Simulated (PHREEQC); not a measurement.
NaOH is added in steps, without added water, to 1 kg of water holding 0.087 mol KHCO3 and 0.0078 mol NH3, at 25 °C. O2 is buffered at 0.21 atm. No CO2 enters from the air. No solid was allowed to form.

Base run: PHREEQC, ion-association model, wateq4f.dat. Each further column changes one thing. The table gives pH.

```
NaOH added (mol)   base  temperature from 25 to 85 °C  NH3 left out  solids may form
----------------  -----  ----------------------------  ------------  ---------------
0                  8.89                          8.30             …             8.89
0.01375            9.37                             …          9.25             9.37
0.02292            9.57                          9.05             …             9.57
0.03667            9.81                          9.27          9.77             9.81
0.05042           10.04                          9.48         10.01            10.04
0.05958           10.21                          9.63         10.19            10.21
0.07333           10.56                          9.90         10.55            10.56
0.08708           11.31                             …             …            11.31
0.09625           11.85                         10.50         11.85            11.85
0.11              12.21                         10.76         12.21            12.21
```

Complete the blanks.


- 0, NH3 left out: 8.14
- 0.01375, temperature from 25 to 85 °C: 8.86
- 0.02292, NH3 left out: 9.50
- 0.08708, temperature from 25 to 85 °C: 10.26
- 0.08708, NH3 left out: 11.30

 Away from 25 °C the constants follow the database's enthalpies or fits; those with neither stay at their 25 °C values. Solids allowed in the column 'solids may form': Nahcolite, Natron.
